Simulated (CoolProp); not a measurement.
Propylene along the isotherm 137.25 °C: Z from the reference equation and from simpler models built on Tc = 91.1 °C, pc = 45.55 bar, ω = 0.146; each cubic takes its own stable root.

Values from CoolProp's reference Helmholtz-energy equation of state, Lemmon 2013.

```csv
p (bar),phase,reference
0.216,gas,0.9989
0.326,gas,0.9983
0.492,gas,0.9975
0.742,gas,0.9962
1.12,gas,0.9942
1.69,gas,0.9912
2.55,gas,0.9867
3.84,gas,0.9800
5.8,gas,0.9696
8.74,gas,0.9538
13.2,gas,0.9294
19.9,gas,0.8917
30,gas,0.8317
45.3,gas,0.7320
68.3,supercritical,0.5597
```

### Question
How far does each simpler model (Redlich-Kwong, Soave-Redlich-Kwong, Peng-Robinson) lie from the reference over these 15 states: mean and median of the absolute difference, and the worst?

### Answer
- Redlich-Kwong: mean 0.3 %, median 0.1 %, worst -1.6 % at 137.25 °C and 68.3 bar
- Soave-Redlich-Kwong: mean 0.5 %, median 0.0 %, worst +4.8 % at 137.25 °C and 68.3 bar
- Peng-Robinson: mean 0.6 %, median 0.3 %, worst -2.7 % at 137.25 °C and 45.3 bar
